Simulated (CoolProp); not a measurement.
R134a at several states: Z from the reference equation and from simpler models built on Tc = 374.2 K, pc = 4.059 MPa, ω = 0.327; each cubic takes its own stable root.

Model: reference Helmholtz-energy equation of state, Tillner-Roth 1994, in CoolProp.

| T (K) | p (MPa) | phase | reference |
|---|---|---|---|
| 238.5 | 12.1 | liquid | 0.4357 |
| 348 | 9.35 | liquid | 0.3078 |
| 267.8 | 0.16 | gas | 0.9502 |

### Question
How far does each simpler model (van der Waals, Redlich-Kwong, Soave-Redlich-Kwong, Peng-Robinson) lie from the reference over these 3 states: mean and median of the absolute difference, and the worst?

### Answer
- van der Waals: mean 42.1 %, median 55.8 %, worst +68.1 % at 238.5 K and 12.1 MPa
- Redlich-Kwong: mean 12.9 %, median 17.5 %, worst +19.8 % at 348 K and 9.35 MPa
- Soave-Redlich-Kwong: mean 10.5 %, median 13.7 %, worst +16.7 % at 348 K and 9.35 MPa
- Peng-Robinson: mean 2.0 %, median 1.1 %, worst +4.0 % at 348 K and 9.35 MPa
